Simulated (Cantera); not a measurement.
Input: 1 mol B2H6, 0.12 mol O2, 0.68 mol H2, at 0.00630 bar.

Cantera equilibrium calculation (NASA polynomials, part measured and part estimated; ideal gas, pure solids and liquids). Candidate condensed phases: B, B2O3, B3O3H3, H2O; 23 gas species. The feed counts by its element totals alone. Mutual solubility and eutectic melting of coexisting phases are not modelled. Equilibrium is a limit: real reactors are often held back by kinetics, nucleation or transport.

Which condensed phases are stable at each of these points (T (°C)): 677, 777, 877, 977, 1077, 1177, 1277, 1377, 1477, 1577, 1677?


```tsv
T (°C)	condensed phases	B condensed (%)
677	B(s) + B2O3(l)	99.7
777	B(s) + B2O3(l)	99.7
877	B(s) + B2O3(l)	99.6
977	B(s) + B2O3(l)	99.4
1077	B(s) + B2O3(l)	98.0
1177	B(s) + B2O3(l)	92.3
1277	B(s)	88.3
1377	B(s)	88.2
1477	B(s)	88.1
1577	B(s)	88.0
1677	B(s)	87.9
```

From 677 °C to 1177 °C the condensed part is B(s) + B2O3(l). From 1277 °C to 1677 °C the condensed part is B(s).
